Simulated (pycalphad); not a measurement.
## Phase fractions of Mg-74.7Al-3.1Si (at.%)

CALPHAD calculation (pycalphad, COST 507 light-alloy database (1999)), 1 atm. The data set is of 1999 and partly superseded. Amounts are mole fractions of atoms. Kinetics are ignored, which matters at the lower temperatures.

```tsv
T (°C)	liquid	MG2SI	fcc	ALMG_BETA
657	1.000	-	-	-
577	0.941	0.059	-	-
497	…	…	…	-
417	-	0.093	0.781	0.126
337	-	0.093	0.654	0.253
257	-	0.093	0.581	0.326
177	-	0.093	…	…
97	-	0.093	0.514	0.393
```

Question: What belongs in the gaps?

Answer: 
- 497, liquid: 0.299
- 497, MG2SI: 0.091
- 497, fcc: 0.610
- 177, fcc: 0.539
- 177, ALMG_BETA: 0.368

Database names, with the compositions (at.%) that they take in these runs: MG2SI: Mg 67 Si 33; ALMG_BETA: Al 61 Mg 39.
